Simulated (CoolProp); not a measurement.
Vapour-liquid equilibrium of chloromethane (R40) (1) + isobutene (2) at 0.904 MPa; x and y are mole fractions of (1).

Values from CoolProp's multi-fluid Helmholtz-energy mixture model, Thol 2014 and Lemmon 2005; pair parameters Bell 2016.

```json
[
 {"x": "0.05", "bubble temperature, mixture model (K)": "337.1", "bubble temperature, Raoult's law (K)": "337.7", "y, mixture model": "0.088", "y, Raoult's law": "0.087"},
 {"x": "0.125", "bubble temperature, mixture model (K)": "334.0", "bubble temperature, Raoult's law (K)": "335.2", "y, mixture model": "0.205", "y, Raoult's law": "0.207"},
 {"x": "0.2", "bubble temperature, mixture model (K)": "…", "bubble temperature, Raoult's law (K)": "332.9", "y, mixture model": "0.307", "y, Raoult's law": "0.313"},
 {"x": "0.275", "bubble temperature, mixture model (K)": "…", "bubble temperature, Raoult's law (K)": "330.7", "y, mixture model": "0.397", "y, Raoult's law": "0.410"},
 {"x": "0.35", "bubble temperature, mixture model (K)": "326.9", "bubble temperature, Raoult's law (K)": "328.6", "y, mixture model": "0.478", "y, Raoult's law": "0.497"},
 {"x": "0.425", "bubble temperature, mixture model (K)": "…", "bubble temperature, Raoult's law (K)": "326.7", "y, mixture model": "0.551", "y, Raoult's law": "0.576"},
 {"x": "0.5", "bubble temperature, mixture model (K)": "323.3", "bubble temperature, Raoult's law (K)": "324.8", "y, mixture model": "…", "y, Raoult's law": "0.648"},
 {"x": "0.575", "bubble temperature, mixture model (K)": "321.7", "bubble temperature, Raoult's law (K)": "323.1", "y, mixture model": "0.683", "y, Raoult's law": "0.714"},
 {"x": "0.65", "bubble temperature, mixture model (K)": "320.2", "bubble temperature, Raoult's law (K)": "321.4", "y, mixture model": "…", "y, Raoult's law": "0.774"},
 {"x": "0.725", "bubble temperature, mixture model (K)": "318.8", "bubble temperature, Raoult's law (K)": "319.8", "y, mixture model": "0.802", "y, Raoult's law": "0.830"},
 {"x": "0.8", "bubble temperature, mixture model (K)": "317.6", "bubble temperature, Raoult's law (K)": "318.3", "y, mixture model": "0.858", "y, Raoult's law": "0.881"},
 {"x": "0.875", "bubble temperature, mixture model (K)": "316.4", "bubble temperature, Raoult's law (K)": "316.8", "y, mixture model": "0.912", "y, Raoult's law": "0.928"},
 {"x": "0.95", "bubble temperature, mixture model (K)": "315.2", "bubble temperature, Raoult's law (K)": "315.4", "y, mixture model": "0.965", "y, Raoult's law": "0.972"}
]
```

Question: What belongs in the gaps?

Answer: 
- 0.2, bubble temperature, mixture model (K): 331.4
- 0.275, bubble temperature, mixture model (K): 329.0
- 0.425, bubble temperature, mixture model (K): 325.0
- 0.5, y, mixture model: 0.619
- 0.65, y, mixture model: 0.744

The largest gap from Raoult's law is -1.7 K in bubble temperature, at x = 0.35. No azeotrope shows between x = 0.05 and 0.95.

Pair parameters are fitted to limited data, so mixtures are less certain than the pure fluids.
